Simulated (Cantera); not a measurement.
A closed system holds: 1 mol FeS, 3.3 mol H2, 13 mol N2, at 1475 K and 8.50 bar.

Equilibrium computed with Cantera from the NASA thermochemical tables; the gas is ideal and each condensed phase is pure. Candidate condensed phases: Fe, FeS, FeS2, S; 16 gas species. Metal and sulfide melt together well below either melting point, which pure phases cannot show. Mutual solubility and eutectic melting of coexisting phases are not modelled. FeS: taken at fixed stoichiometry. Rates play no part.

Base state: N2 0.798, H2 0.200, H2S 0.00284, NH3 4.52e-5 (mole fractions); condensed: Fe(γ) + FeS(l).

### Question
What changes in the equilibrium state with this change: temperature from 1475 K to 1123.15 K?

### Answer
| species | before | after |
|---|---|---|
| N2 | 0.798 | 0.798 |
| H2 | 0.200 | 0.202 |
| H2S | 0.00284 | 0.000536 |
| NH3 | 4.52e-5 | 0.000193 |
| Fe(γ), mol | 0.0465 | 0 |
| FeS(l), mol | 0.954 | 0 |
| Fe(α), mol | 0 | 0.00874 |
| FeS(s), mol | 0 | 0.991 |
